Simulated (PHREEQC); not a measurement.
Dissolve 87 mmol/kgw CdCl2, 1.5 mmol/kgw NaCl and 34 mmol/kgw NiCl2 at 30 °C. Closed to the air; pH follows from the charge balance.

Equilibrium calculation in PHREEQC: ion-association model, wateq4f.dat.

**Question.** The ionic strength comes out as 0.189 mol/kgw. What activity coefficients do Ni+2, NiCl+, Cd+2, CdCl+, H+ get?

**Answer.** Ni+2 0.31, NiCl+ 0.75, Cd+2 0.31, CdCl+ 0.75, H+ 0.80.

This is a speciation only: nothing precipitates in the calculation. Complexes and solids missing from the database can't appear.
